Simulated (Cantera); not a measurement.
A Cantera script and what it prints.

```python
import numpy as np
import cantera as ct

gas_names = """
    CL CLO CL2 H HCL HOCL HO2 H2 H2O H2O2 O OH O2 O3 Si SiCL SiCL2 SiCL3 SiCL4 SiH SiHCL3 SiH2 SiH2CL2
    SiH3 SiH3CL SiH4 SiO SiO2 Si2 Si3
""".split()
cond_names = """
    H2O(s) H2O(L) Si(cr) Si(L) SiO2(Lqz) SiO2(hqz) SiO2(L)
""".split()


# ... load() reads the species with a 1 bar reference pressure and builds the phases ...
atoms = {
    'SiCl4': {'Si': 1, 'CL': 4},
    'O2': {'O': 2},
    'H2': {'H': 2},
}
top_T = {}  # K; cautious upper limits of use, not melting points


# ... equilibrate(T, P, feed) seeds the gas with the atoms and calls Mixture.equilibrate('TP', solver="vcs", rtol=1e-11, max_steps=5000) ...
results = []
feed = {'SiCl4': 1, 'O2': 0.51, 'H2': 12}  # mol
P = 1000  # Pa
for T in [873, 1073, 1273, 1473, 1673, 1873, 2073]:
    mix = equilibrate(T, P, feed)
    results.append((T, P, feed, dict(zip(mix.species_names, mix.species_moles))))

top = {s: max(r[3][s] / sum(r[3][g] for g in gas_names) for r in results) for s in gas_names}
cols = sorted((s for s in top if top[s] > 1e-05), key=lambda s: -top[s])[:5]
seen = [c for c in cond_names if any(r[3].get(c, 0) > 1e-12 for r in results)]
print("log10 of partial pressures in bar; condensed amounts in mol")
print(f"{'T/K':>10s}" + "".join(f"{s[:9]:>10s}" for s in cols + seen))
for T, P, feed, n in results:
    ng = sum(n[g] for g in gas_names)
    print(f"{T:10.4g}" + "".join(f"{np.log10(max(n[s] / ng * P / 1e5, 1e-99)):10.3f}" for s in cols)
          + "".join(f"{n.get(c, 0):10.4g}" for c in seen))
```

Output:

```
log10 of partial pressures in bar; condensed amounts in mol
       T/K        H2       HCL       SiO     SiCL4     SiCL2 SiO2(hqz)
       873    -2.090    -2.820   -14.511    -3.446    -8.612      0.51
      1073    -2.092    -2.810    -9.100    -3.485    -5.337      0.51
      1273    -2.111    -2.720    -5.831    -3.969    -3.755     0.509
      1473    -2.132    -2.655    -3.953    -5.275    -3.579    0.4312
      1673    -2.173    -2.579    -3.209    -7.455    -4.719   0.04705
      1873    -2.180    -2.578    -3.178    -9.735    -6.047         0
      2073    -2.188    -2.590    -3.182   -10.863    -6.392         0
```

These are equilibrium values from Cantera (NASA tables, ideal gas, pure condensed phases), not measurements of a reactor. The tables' values for SiCl3 are old estimates; treat these amounts as uncertain. The tables hold silica as quartz up to 1696 K and as liquid above; real silica turns to tridymite and cristobalite and melts near 1996 K.
